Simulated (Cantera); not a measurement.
A Cantera script and what it prints.

```python
import numpy as np
import cantera as ct

gas_names = [...]  # 49 gases of nasa_gas.yaml made of Cl, F, H, N, Si
cond_names = """
    NH4CL(a) NH4CL(b) Si(cr) Si(L) Si3N4(a)
""".split()


# ... load() reads the species with a 1 bar reference pressure and builds the phases ...
atoms = {
    'Si3N4': {'Si': 3, 'N': 4},
    'F2': {'F': 2},
    'N2': {'N': 2},
    'HCl': {'H': 1, 'CL': 1},
}
top_T = {'Si3N4(a)': 2400}  # K; cautious upper limits of use, not melting points


# ... equilibrate(T, P, feed) seeds the gas with the atoms and calls Mixture.equilibrate('TP', solver="vcs", rtol=1e-11, max_steps=5000) ...
results = []
feed = {'Si3N4': 1, 'F2': 14, 'N2': 0.35, 'HCl': 44}  # mol
T = 1700  # K
P = 1000  # Pa
mix = equilibrate(T, P, feed)
results.append((T, P, feed, dict(zip(mix.species_names, mix.species_moles))))
x = sorted(zip(gas.X, gas.species_names), reverse=True)
print(f"T = {T:g} K  P = {P:g} Pa  gas = {mix.phase_moles(0):.4g} mol")
print("   x: " + "  ".join(f"{s} {v:.3e}" for v, s in x if v > 0.0001))
print("   condensed (mol): " + ("  ".join(f"{mix.phase(i).name} {mix.phase_moles(i):.4g}"
      for i in range(1, mix.n_phases) if mix.phase_moles(i) > 1e-12) or "none"))
```

Output:

```
T = 1700 K  P = 1000 Pa  gas = 64.49 mol
   x: HCL 4.341e-01  HF 2.481e-01  CL 2.215e-01  SiF4 4.650e-02  N2 3.644e-02  CL2 1.330e-02
   condensed (mol): none
```

These are equilibrium values from Cantera (NASA tables, ideal gas, pure condensed phases), not measurements of a reactor. The tables' values for SiF3 are old estimates; treat these amounts as uncertain.
